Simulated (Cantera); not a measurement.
What does this Cantera script print?

```python
import numpy as np
import cantera as ct

gas = ct.Solution("h2o2.yaml")
gas.TPX = 673, 400000, {'H2': 1, 'O2': 0.532, 'N2': 3.46}
inlet = ct.Reservoir(gas, clone=True)
gas.equilibrate("HP")  # start burning
reactor = ct.IdealGasConstPressureReactor(gas, energy="on", clone=False)
exhaust = ct.Reservoir(gas, clone=True)
tau = [0.061, 0.032, 0.017, 0.0086, 0.0045, 0.0023, 0.0012, 0.00063, 0.00033, 0.00017, 8.9e-05][0]
for a, b in ((inlet, reactor), (reactor, exhaust)):
    ct.MassFlowController(a, b, mdot=lambda t: reactor.mass / tau)
net = ct.ReactorNet([reactor])
show = ['H2', 'O2', 'H2O2', 'H', 'H2O']

rows = []
print(f"{'tau/s':>10s}{'T/K':>9s}" + "".join(f"{s:>11s}" for s in show))
for tau in [0.061, 0.032, 0.017, 0.0086, 0.0045, 0.0023, 0.0012, 0.00063, 0.00033, 0.00017, 8.9e-05]:
    net.initial_time = 0.0
    net.advance(30 * tau)
    before = gas.X
    net.advance(40 * tau)
    drift = np.max(np.abs(gas.X - before) / (gas.X + 1e-9))
    rows.append([gas.T, *gas[show].X, drift])
    print(f"{tau:10.3e}{gas.T:9.1f}" + "".join(f"{x:11.3e}" for x in gas[show].X))
```

It prints:

```
     tau/s      T/K         H2         O2       H2O2          H        H2O
 6.100e-02   2139.8  1.400e-03  7.285e-03  1.265e-07  1.004e-04  2.199e-01
 3.200e-02   2137.1  1.672e-03  7.377e-03  1.404e-07  1.300e-04  2.195e-01
 1.700e-02   2132.8  2.095e-03  7.525e-03  1.619e-07  1.819e-04  2.188e-01
 8.600e-03   2125.8  2.786e-03  7.777e-03  1.963e-07  2.810e-04  2.178e-01
 4.500e-03   2116.0  3.731e-03  8.137e-03  2.419e-07  4.445e-04  2.164e-01
 2.300e-03   2101.9  5.069e-03  8.668e-03  3.041e-07  7.305e-04  2.144e-01
 1.200e-03   2083.1  6.772e-03  9.375e-03  3.808e-07  1.188e-03  2.118e-01
 6.300e-04   2058.3  8.898e-03  1.030e-02  4.757e-07  1.912e-03  2.085e-01
 3.300e-04   2025.7  1.149e-02  1.148e-02  5.968e-07  3.043e-03  2.044e-01
 1.700e-04   1982.4  1.463e-02  1.301e-02  7.632e-07  4.804e-03  1.993e-01
 8.900e-05   1928.9  1.814e-02  1.485e-02  9.975e-07  7.310e-03  1.933e-01
```

Cantera simulation using the H2/O2 subset of GRI-Mech 3.0, which has no nitrogen chemistry; the numbers are that mechanism's predictions, not measurements. The hydrogen kinetics of GRI-Mech 3.0 are dated; newer H2 mechanisms differ, most at raised pressure.
